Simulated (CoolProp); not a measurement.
Vapour-liquid equilibrium of R143a (1) + dimethyl ether (2) at 351 kPa; x and y are mole fractions of (1).

The numbers come from the multi-fluid Helmholtz-energy mixture model, Lemmon and Jacobsen 2000 and Wu 2011; pair parameters Bell 2016 in CoolProp.

Give the bubble temperature and the first vapour's composition at x = 0.2, 0.65, 0.95. Is there an azeotrope?

x = 0.2: 0.3 °C, y = 0.367; x = 0.65: -11.0 °C, y = 0.797; x = 0.95: -16.3 °C, y = 0.974. No azeotrope shows between x = 0.05 and 0.95.

The pair parameters rest on a limited set of measurements; away from them the model extrapolates.
